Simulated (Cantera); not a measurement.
Input: 1 mol BaF₂, 0.26 mol H₂, 0.11 mol N₂, at 1727 °C and 1330 Pa.

Cantera equilibrium calculation (NASA polynomials, part measured and part estimated; ideal gas, pure solids and liquids). Candidate condensed phases: Ba, BaF₂; 24 gas species. Equilibrium is a limit: real reactors are often held back by kinetics, nucleation or transport.

Base state: BaF₂ 0.659, H₂ 0.157, N₂ 0.0780, HF 0.0504, BaF 0.0500, H 0.00557, Ba 0.000159 (mole fractions); condensed: gas only.

Problem. What changes in the equilibrium state with this change: pressure from 1330 Pa to 11000 Pa?

Solution. 
```csv
species,before,after
H₂,0.157,0.524
N₂,0.0780,0.227
BaF₂,0.659,0.201
BaF,0.0500,0.0220
HF,0.0504,0.0222
Ba,0.000159,0.000101
H,0.00557,0.00355
"BaF₂(l), mol",0,0.892
```
